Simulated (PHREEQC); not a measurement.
3.2 g of hydrous ferric oxide (600 m²/g; 0.2 weak and 0.005 strong sites per Fe, Dzombak-Morel constants, diffuse double layer) in 1 kg of water with 0.001 mol/kgw of an inert sodium salt and 8.7 mmol/kgw Na2SO4, 0.057 mmol/kgw PbCl2 and 0.89 mmol/kgw MgCl2, at 25 °C; the pH is set by adding NaOH or the inert anion's acid. Oxygen alone is held at its pressure in air (log pO2 = -0.68). The system is closed to CO2. Nothing may precipitate in this run.

Base run: PHREEQC, ion-association model, wateq4f.dat. Each further column changes one thing. The table gives S sorbed (%).

| pH | base | no electrostatic term (-no_edl) | background salt from 0.001 to 0.0001 mol/kgw | oxide from 3.2 to 16 g/kgw | 0.0063 mol/kgw CuSO4 added |
|---|---|---|---|---|---|
| 4 | 38.9 | 1.0 | 39.0 | 100.0 | 22.4 |
| 4.75 | 37.7 | 1.0 | 37.8 | 99.8 | 21.6 |
| 5.12 | 36.1 | 1.1 | 36.1 | 99.5 | 20.2 |
| 5.88 | 29.1 | 1.1 | 29.1 | 95.1 | 15.7 |
| 6.25 | 24.1 | 1.1 | 24.1 | 86.7 | 14.3 |
| 7 | 13.1 | 1.4 | 13.1 | 54.2 | 13.2 |
| 7.75 | 5.0 | 1.7 | 5.0 | 19.2 | 13.0 |
| 8.12 | 2.4 | 1.6 | 2.4 | 7.5 | 12.4 |
| 8.88 | 0.2 | 1.0 | 0.2 | 0.5 | 6.8 |
| 9.25 | 0.0 | 0.6 | 0.0 | 0.1 | 3.0 |
| 10 | 0.0 | 0.2 | 0.0 | 0.0 | 0.2 |

 In at least one series the solution becomes supersaturated in solids that the run did not let form, among them Cu(OH)2, Brochantite, Antlerite, Atacamite, Anglesite. The database's constant for dissolved Cu(OH)2 is higher than later reviews accept.
